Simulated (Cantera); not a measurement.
Input: 1 mol B2O3, 0.18 mol O2, 33 mol H2, held at 1827 °C and 2.40 mbar.

These are equilibrium values from Cantera (NASA tables, ideal gas, pure condensed phases), not measurements of a reactor. Equilibrium is a limit: real reactors are often held back by kinetics, nucleation or transport.

| species | before | after |
|---|---|---|
| B2O3 | 0.00493 | 0.340 |
| HBO2 | 0.0217 | 0.336 |
| H2 | 0.877 | 0.207 |
| H2O | 0.0116 | 0.0404 |
| BO | 0.0114 | 0.0246 |
| H | 0.0596 | 0.0289 |
| HBO | 0.0127 | 0.0133 |
| BO2 | 0.000212 | 0.00675 |
| O | 4.55e-6 | 6.71e-5 |
| OH | 9.39e-5 | 0.000673 |
| B2O2 | 0.000433 | 0.00202 |
Gas species are given as mole fractions.

Name the change that produced these shifts.
A) pressure from 2.40 mbar to 0.100 bar
B) pressure from 2.40 mbar to 1.00 bar
C) temperature from 1827 °C to 1375 °C
D) H2 from 33 to 0.82 mol

D, H2 from 33 to 0.82 mol
